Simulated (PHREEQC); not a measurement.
Solution (25 °C): 0.51 mol/kgw KOH, 8.4e-05 mol/kgw NaAlO2 and 0.00077 mol/kgw K2CO3. Closed to the air; pH follows from the charge balance.

The numbers come from PHREEQC with the ion-association model, phreeqc.dat.

This is a speciation only: nothing precipitates in the calculation.

What pH, activity of water does the model give?

pH 13.51; activity of water 0.983.
